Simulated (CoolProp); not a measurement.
Hexamethyldisiloxane (MM) at several states: Z from the reference equation and from simpler models built on Tc = 245.6 °C, pc = 1931 kPa, ω = 0.418; each cubic takes its own stable root.

Computed with CoolProp (reference Helmholtz-energy equation of state, Thol 2016).

```tsv
T (°C)	p (kPa)	phase	reference
100.05	17.3	gas	0.9897
71.35	2460	liquid	0.1952
167.05	66	gas	0.9780
189.45	49.2	gas	0.9863
150.35	125	gas	0.9511
```

**Question.** How far does each simpler model (Redlich-Kwong, Soave-Redlich-Kwong) lie from the reference over these 5 states: mean and median of the absolute difference, and the worst?

**Answer.** 
- Redlich-Kwong: mean 2.8 %, median 0.3 %, worst +12.1 % at 71.35 °C and 2460 kPa
- Soave-Redlich-Kwong: mean 1.4 %, median 0.1 %, worst +6.4 % at 71.35 °C and 2460 kPa
